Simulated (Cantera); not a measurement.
Input (Python, Cantera) and output of one run.

```python
import numpy as np
import cantera as ct

gas_names = """
    CL CL2 H HCL H2 Si SiCL SiCL2 SiCL3 SiCL4 SiH SiHCL3 SiH2 SiH2CL2 SiH3 SiH3CL SiH4 Si2 Si3
""".split()
cond_names = """
    Si(cr) Si(L)
""".split()


# ... load() reads the species with a 1 bar reference pressure and builds the phases ...
atoms = {
    'SiHCl3': {'Si': 1, 'H': 1, 'CL': 3},
    'HCl': {'H': 1, 'CL': 1},
    'H2': {'H': 2},
}
top_T = {}  # K; cautious upper limits of use, not melting points


# ... equilibrate(T, P, feed) seeds the gas with the atoms and calls Mixture.equilibrate('TP', solver="vcs", rtol=1e-11, max_steps=5000) ...
results = []
feed = {'SiHCl3': 1, 'HCl': 0.76, 'H2': 290}  # mol
T = 2598.15  # K
P = 12000  # Pa
mix = equilibrate(T, P, feed)
results.append((T, P, feed, dict(zip(mix.species_names, mix.species_moles))))
x = sorted(zip(gas.X, gas.species_names), reverse=True)
print(f"T = {T:g} K  P = {P:g} Pa  gas = {mix.phase_moles(0):.4g} mol")
print("   x: " + "  ".join(f"{s} {v:.3e}" for v, s in x if v > 0.001))
print("   condensed (mol): " + ("  ".join(f"{mix.phase(i).name} {mix.phase_moles(i):.4g}"
      for i in range(1, mix.n_phases) if mix.phase_moles(i) > 1e-12) or "none"))
```

Output:

```
T = 2598.15 K  P = 12000 Pa  gas = 309.8 mol
   x: H2 8.814e-01  H 1.032e-01  HCL 1.117e-02  Si 2.913e-03
   condensed (mol): none
```

Method: chemical equilibrium by Gibbs-energy minimisation in Cantera with the NASA 1993 tables (ideal gas, pure condensed phases). The tables' values for SiCl are old estimates; treat these amounts as uncertain. Gases not in the tables: Si2H6 and higher silanes.
